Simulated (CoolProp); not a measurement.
Saturation properties of chlorine.

Values from CoolProp's reference Helmholtz-energy equation of state, Thol 2021.

```json
[
 {"T (K)": "188.3", "p (MPa)": "0.005342", "enthalpy of vaporisation (kJ/kg)": "314.0", "liquid cp (kJ/(kg K))": "0.9423"},
 {"T (K)": "203.5", "p (MPa)": "0.01533", "enthalpy of vaporisation (kJ/kg)": "306.2", "liquid cp (kJ/(kg K))": "[?]"},
 {"T (K)": "218.7", "p (MPa)": "0.03732", "enthalpy of vaporisation (kJ/kg)": "[?]", "liquid cp (kJ/(kg K))": "0.9376"},
 {"T (K)": "233.8", "p (MPa)": "0.07939", "enthalpy of vaporisation (kJ/kg)": "290.0", "liquid cp (kJ/(kg K))": "0.9393"},
 {"T (K)": "249", "p (MPa)": "0.1531", "enthalpy of vaporisation (kJ/kg)": "[?]", "liquid cp (kJ/(kg K))": "0.9445"},
 {"T (K)": "264.1", "p (MPa)": "0.2705", "enthalpy of vaporisation (kJ/kg)": "[?]", "liquid cp (kJ/(kg K))": "0.9537"},
 {"T (K)": "279.3", "p (MPa)": "0.4482", "enthalpy of vaporisation (kJ/kg)": "[?]", "liquid cp (kJ/(kg K))": "0.9677"},
 {"T (K)": "294.4", "p (MPa)": "0.6998", "enthalpy of vaporisation (kJ/kg)": "250.8", "liquid cp (kJ/(kg K))": "0.9870"},
 {"T (K)": "309.6", "p (MPa)": "1.045", "enthalpy of vaporisation (kJ/kg)": "238.6", "liquid cp (kJ/(kg K))": "1.013"},
 {"T (K)": "324.7", "p (MPa)": "1.498", "enthalpy of vaporisation (kJ/kg)": "225.0", "liquid cp (kJ/(kg K))": "1.048"}
]
```

Q: What belongs in the gaps?

A: 
- 203.5, liquid cp (kJ/(kg K)): 0.9388
- 218.7, enthalpy of vaporisation (kJ/kg): 298.2
- 249, enthalpy of vaporisation (kJ/kg): 281.3
- 264.1, enthalpy of vaporisation (kJ/kg): 272.0
- 279.3, enthalpy of vaporisation (kJ/kg): 261.9

It boils at 239.2 K under 1 atm.
